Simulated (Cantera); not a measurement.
An adiabatic, constant-volume homogeneous reactor starts with 11.5 % CH₄, 19.3 % O₂, 69.2 % N₂, equivalence ratio 1.2, at 1448 K and 4800 Torr.

Cantera simulation using GRI-Mech 3.0 (53 species, 325 reactions); the numbers are that mechanism's predictions, not measurements. Above 3000 K some thermodynamic fits are extrapolated.

Problem. Predict: time of steepest temperature rise; temperature at 6.00 s; equilibrium temperature; x(O₂) at 6.00 s; x(H₂) at 6.00 s; x(NO) at 6.00 s; x(H₂O₂) at 6.00 s.

Solution. 
| Item | Value |
|---|---|
| time of steepest temperature rise | 0.449 ms |
| temperature at 6.00 s | 3106 K |
| equilibrium temperature | 3106 K |
| x(O₂) at 6.00 s | 0.00652 (gas-phase equilibrium 0.00652) |
| x(H₂) at 6.00 s | 0.0344 (gas-phase equilibrium 0.0344) |
| x(NO) at 6.00 s | 0.00863 (gas-phase equilibrium 0.00863) |
| x(H₂O₂) at 6.00 s | 1.04e-6 (gas-phase equilibrium 1.04e-6) |
